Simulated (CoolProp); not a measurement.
n-undecane along the isotherm 620 K: fugacity coefficient from the reference equation and from simpler models built on Tc = 638.8 K, pc = 19.90 bar, ω = 0.539; each cubic takes its own stable root.

Model: reference Helmholtz-energy equation of state, Aleksandrov 2011, in CoolProp. It is a short technical equation, of lower accuracy than the large ones.

```csv
p (bar),phase,reference,Redlich-Kwong,Peng-Robinson
0.0944,gas,0.9979,0.9982,0.9980
0.139,gas,0.9970,0.9974,0.9971
0.203,gas,0.9956,0.9962,0.9957
0.299,gas,0.9935,0.9944,0.9937
0.438,gas,0.9905,0.9918,0.9907
0.643,gas,0.9860,0.9880,0.9864
0.944,gas,0.9795,0.9824,0.9801
1.39,gas,[?],[?],0.9708
2.03,gas,[?],0.9624,0.9574
2.99,gas,[?],[?],[?]
4.38,gas,0.9063,0.9194,0.9092
6.43,gas,0.8634,0.8822,0.8679
9.44,gas,0.8013,0.8281,0.8082
13.9,gas,0.7087,[?],[?]
20.3,liquid,0.5308,0.5949,0.5491
29.9,liquid,0.3861,0.4427,0.4032
```

Fill in the missing entries.


- 1.39, reference: 0.9699
- 1.39, Redlich-Kwong: 0.9742
- 2.03, reference: 0.9561
- 2.99, reference: 0.9356
- 2.99, Redlich-Kwong: 0.9447
- 2.99, Peng-Robinson: 0.9376
- 13.9, Redlich-Kwong: 0.7475
- 13.9, Peng-Robinson: 0.7203
